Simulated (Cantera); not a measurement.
Input (Python, Cantera) and output of one run.

```python
import numpy as np
import cantera as ct

gas_names = """
    O H
""".split()
cond_names = """
    Cs(cr) Cs(L) CsOH(a) CsOH(b) CsOH(c) CsOH(L)
""".split()


# ... load() reads the species with a 1 bar reference pressure and builds the phases ...
species = {s.name: s for s in load("nasa_gas.yaml", gas_names) + load("nasa_condensed.yaml", cond_names)}
# Each term lists the table entries of one substance; the one whose range holds T is used.
reactions = {
    'O(g) + Cs + H(g) = CsOH':
        [(-1, ['O']), (-1, ['Cs(cr)', 'Cs(L)']), (-1, ['H']), (1, ['CsOH(a)', 'CsOH(b)', 'CsOH(c)', 'CsOH(L)'])],
}


def pick(names, T):
    return next(species[n] for n in names if species[n].thermo.min_temp <= T <= species[n].thermo.max_temp)


results = []
for label, terms in reactions.items():
    print(label)
    print("     T/K   dH/kJ  dS/(J/K)   dG/kJ   log10 K")
    for T in [648, 748, 848, 948, 1048]:
        used = [(nu, pick(names, T)) for nu, names in terms]
        dH = sum(nu * s.thermo.h(T) for nu, s in used) / 1e6
        dS = sum(nu * s.thermo.s(T) for nu, s in used) / 1e3
        dG = dH - T * dS / 1e3
        logK = -dG * 1e6 / (ct.gas_constant * T * np.log(10))
        results.append((label, T, dH, dS, dG, logK, [s.name for _, s in used]))
        print(f"{T:8g} {dH:8.1f} {dS:8.1f} {dG:8.1f} {logK:8.2f}")
```

Output:

```
O(g) + Cs + H(g) = CsOH
     T/K   dH/kJ  dS/(J/K)   dG/kJ   log10 K
     648   -872.4   -243.3   -714.7    57.61
     748   -871.3   -241.8   -690.5    48.22
     848   -870.3   -240.4   -666.4    41.05
     948   -869.2   -239.3   -642.4    35.39
    1048   -868.2   -238.3   -618.5    30.83
```

Cantera with NASA thermochemical tables; ideal gases at 1 bar, condensed phases pure. Condensed species are held in their standard states even where they would react or evaporate.
